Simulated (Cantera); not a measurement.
What does this Cantera script print?

```python
import numpy as np
import cantera as ct

gas = ct.Solution("gri30.yaml", transport_model="mixture-averaged")
show = ['CH4', 'OH', 'CH3']

rows = []
print(f"{'T/K':>7s}{'rho':>11s}{'cp':>10s}{'mu':>11s}{'lambda':>11s}{'Pr':>7s}" + "".join(f"{'D_' + s:>11s}" for s in show))
for T in [400, 600, 800, 1000, 1200, 1400]:
    gas.TPX = T, 1333, {'O2': 0.9, 'N2': 0.31}
    Pr = gas.cp_mass * gas.viscosity / gas.thermal_conductivity
    D = [gas.mix_diff_coeffs_mole[gas.species_index(s)] for s in show]
    rows.append([gas.density, gas.cp_mass, gas.viscosity, gas.thermal_conductivity, Pr, *D])
    print(f"{T:7g}{gas.density:11.4e}{gas.cp_mass:10.1f}{gas.viscosity:11.4e}"
          f"{gas.thermal_conductivity:11.4e}{Pr:7.3f}" + "".join(f"{d:11.4e}" for d in D))
print("SI units: kg/m3, J/kg/K, Pa s, W/m/K, m2/s")
```

Output:

```
    T/K        rho        cp         mu     lambda     Pr      D_CH4       D_OH      D_CH3
    400 1.2416e-02     965.7 2.4792e-05 3.3574e-02  0.713 2.8573e-03 4.0303e-03 2.8700e-03
    600 8.2773e-03    1019.2 3.2931e-05 4.7403e-02  0.708 5.7599e-03 8.0326e-03 5.7879e-03
    800 6.2080e-03    1070.0 3.9947e-05 6.0299e-02  0.709 9.3821e-03 1.3019e-02 9.4296e-03
   1000 4.9664e-03    1108.5 4.6274e-05 7.2284e-02  0.710 1.3649e-02 1.8890e-02 1.3720e-02
   1200 4.1386e-03    1134.8 5.2124e-05 8.3526e-02  0.708 1.8511e-02 2.5581e-02 1.8608e-02
   1400 3.5474e-03    1156.5 5.7614e-05 9.4181e-02  0.707 2.3930e-02 3.3040e-02 2.4056e-02
SI units: kg/m3, J/kg/K, Pa s, W/m/K, m2/s
```

Detailed kinetics in Cantera: GRI-Mech 3.0 (53 species, 325 reactions).
